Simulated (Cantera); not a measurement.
What does this Cantera script print?

```python
import numpy as np
import cantera as ct

gas = ct.Solution("h2o2.yaml")
gas.TPX = 575, 101325, {'H2': 1, 'O2': 0.633, 'N2': 2.38}
flame = ct.FreeFlame(gas, width=0.04)
flame.set_refine_criteria(ratio=3, slope=0.08, curve=0.16)
flame.transport_model = "mixture-averaged"
flame.solve(loglevel=0, auto=True)
z, T = flame.grid, flame.T
thick = (T[-1] - T[0]) / np.gradient(T, z).max()
show = ['H2', 'O2', 'O', 'HO2', 'OH', 'H2O2']
print(f"laminar burning velocity  {flame.velocity[0] * 100:.3f} cm/s")
print(f"burnt temperature         {T[-1]:.1f} K")
print(f"thermal thickness         {thick * 1e3:.4f} mm")
print(f"grid points               {len(z)}")
z0 = z[flame.heat_release_rate.argmax()]
print(f"{'z/mm':>9s}{'T/K':>9s}{'u/(m/s)':>9s}" + "".join(f"{s:>11s}" for s in show))
rows = []
for k in (-3, -2, -1.5, -1, -0.5, -0.25, 0, 0.25, 0.5, 1, 2, 4, 8):
    zz = z0 + k * thick
    rows.append([k * thick, np.interp(zz, z, T), np.interp(zz, z, flame.velocity),
                 *(np.interp(zz, z, flame.X[gas.species_index(s)]) for s in show)])
    print(f"{rows[-1][0] * 1e3:9.3f}{rows[-1][1]:9.1f}{rows[-1][2]:9.3f}" + "".join(f"{x:11.3e}" for x in rows[-1][3:]))
```

Output:

```
laminar burning velocity  559.663 cm/s
burnt temperature         2335.9 K
thermal thickness         0.4381 mm
grid points               123
     z/mm      T/K  u/(m/s)         H2         O2          O        HO2         OH       H2O2
   -1.314    575.0    5.597  2.492e-01  1.577e-01  2.825e-15  1.111e-12  8.425e-17  3.738e-15
   -0.876    575.0    5.597  2.492e-01  1.577e-01  1.408e-12  2.892e-10  4.205e-14  9.916e-13
   -0.657    575.0    5.597  2.492e-01  1.577e-01  5.394e-11  7.660e-09  1.632e-12  2.752e-11
   -0.438    575.0    5.596  2.490e-01  1.578e-01  4.112e-09  5.165e-07  1.744e-10  2.177e-09
   -0.219    593.1    5.731  2.426e-01  1.584e-01  7.893e-06  2.407e-04  5.000e-05  5.456e-06
   -0.110    809.6    7.617  2.058e-01  1.537e-01  3.515e-04  2.160e-04  8.320e-04  2.015e-05
    0.000   1231.6   11.222  1.131e-01  1.161e-01  5.585e-03  9.884e-05  3.829e-03  6.956e-06
    0.110   1531.7   13.798  4.446e-02  6.729e-02  1.272e-02  4.894e-05  1.011e-02  3.590e-06
    0.219   1682.5   15.059  2.951e-02  5.302e-02  1.393e-02  3.278e-05  1.352e-02  2.010e-06
    0.438   1840.7   16.323  2.527e-02  4.770e-02  1.203e-02  2.288e-05  1.592e-02  1.038e-06
    0.876   1994.8   17.507  2.104e-02  4.422e-02  9.000e-03  1.525e-05  1.688e-02  5.836e-07
    1.752   2129.9   18.512  1.549e-02  4.136e-02  5.963e-03  9.522e-06  1.613e-02  3.776e-07
    3.505   2235.7   19.277  9.852e-03  3.934e-02  3.481e-03  5.992e-06  1.385e-02  2.785e-07
```

Computed with Cantera and the H2/O2 subset of GRI-Mech 3.0, which has no nitrogen chemistry. Burning velocities carry a grid error of a few per cent, more on coarse grids.
